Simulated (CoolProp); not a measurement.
Saturation properties of R1233zd(E).

Values from CoolProp's reference Helmholtz-energy equation of state, Akasaka 2022.

| T (K) | p (kPa) | liquid density (kg/m³) | enthalpy of vaporisation (kJ/kg) | liquid cp (kJ/(kg K)) |
|---|---|---|---|---|
| 216.9 | 1.873 | 1442 | 227.8 | 1.040 |
| 221.8 | 2.693 | 1432 | 225.6 | 1.047 |
| 226.6 | 3.775 | 1422 | 223.4 | 1.055 |
| 231.5 | 5.237 | 1412 | 221.3 | 1.063 |
| 236.4 | 7.148 | 1402 | 219.1 | 1.071 |
| 241.2 | 9.554 | 1391 | 217.0 | 1.079 |
| 246.1 | 12.67 | 1381 | 214.9 | 1.087 |
| 250.9 | 16.49 | 1371 | 212.8 | 1.096 |
| 255.8 | 21.32 | 1360 | 210.6 | 1.104 |
| 260.6 | 27.12 | 1349 | 208.5 | 1.113 |
| 265.5 | 34.30 | 1338 | 206.3 | 1.122 |
| 270.3 | 42.75 | 1328 | 204.1 | 1.131 |
| 275.2 | 53.03 | 1317 | 201.9 | 1.140 |
| 280.1 | 65.20 | 1305 | 199.6 | 1.149 |
| 284.9 | 79.18 | 1294 | 197.4 | 1.159 |

It boils at 291.3 K under 1 atm.
